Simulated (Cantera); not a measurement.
**Ignition delay**

Mixture: CH4 : O2 : N2 : CO2 = 1 : 0.909 : 3.42 : 0.6 (molar parts), equivalence ratio 2.2, at 101000 Pa, adiabatic and at constant volume. Ignition delay is the time to a rise of 400 K.

Model: GRI-Mech 3.0 (53 species, 325 reactions), integrated in Cantera.

```
T0 (K)  delay (ms)
------  ----------
1100           357
1150           165
1200          79.5
1250          39.6
1300          20.3
1350          10.7
1400          5.79
```

```json
{
  "apparent activation energy between 1300 and 1400 K": "190 kJ/mol"
}
```
